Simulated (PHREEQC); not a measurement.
Dissolve 9.6 mmol/kgw Al2(SO4)3, 0.91 mmol/kgw ZnCl2 and 19 mmol/kgw NaCl at 25 °C. Closed to the air; pH follows from the charge balance.

Model: ion-association model, phreeqc.dat, run in PHREEQC.

```json
[
 {"quantity": "pH", "before": "3.98", "after": "4.12"},
 {"quantity": "ionic strength (mol/kgw)", "before": "0.0667", "after": "0.0164"},
 {"quantity": "Zn+2 (mol/kgw)", "before": "0.000603", "after": "0.000144"},
 {"quantity": "ZnCl+ (mol/kgw)", "before": "1.44e-5", "after": "9.83e-7"},
 {"quantity": "ZnCl2 (mol/kgw)", "before": "1.96e-7", "after": "3.30e-9"},
 {"quantity": "ZnOH+ (mol/kgw)", "before": "3.37e-9", "after": "1.45e-9"},
 {"quantity": "SI of Halite (NaCl)", "before": "-5.17", "after": "-6.49"}
]
```

Task: Which change was made?
A) Al2(SO4)3 left out
B) temperature from 25 to 85 °C
C) diluted 5-fold with water
D) diluted 10-fold with water

Result: C, diluted 5-fold with water

This is a speciation only: nothing precipitates in the calculation. Some of these states are supersaturated (in Gibbsite (slow to form), for instance).
